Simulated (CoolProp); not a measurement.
Nitrogen along the isobar 3830 kPa: Z from the reference equation and from simpler models built on Tc = 126.2 K, pc = 3396 kPa, ω = 0.037; each cubic takes its own stable root.

Computed with CoolProp (reference Helmholtz-energy equation of state, Span 2000).

```csv
T (K),phase,reference
101.9,liquid,0.1819
134.7,supercritical,0.5768
167.5,supercritical,0.8415
200.3,supercritical,0.9232
233,supercritical,0.9620
265.8,supercritical,0.9834
298.6,supercritical,0.9959
331.4,supercritical,1.004
364.2,supercritical,1.009
397,supercritical,1.012
429.7,supercritical,1.014
```

Task: How far does each simpler model (Redlich-Kwong, Soave-Redlich-Kwong) lie from the reference over these 11 states: mean and median of the absolute difference, and the worst?

Result: 
- Redlich-Kwong: mean 0.8 %, median 0.7 %, worst +2.1 % at 101.9 K and 3830 kPa
- Soave-Redlich-Kwong: mean 0.6 %, median 0.5 %, worst +2.2 % at 101.9 K and 3830 kPa
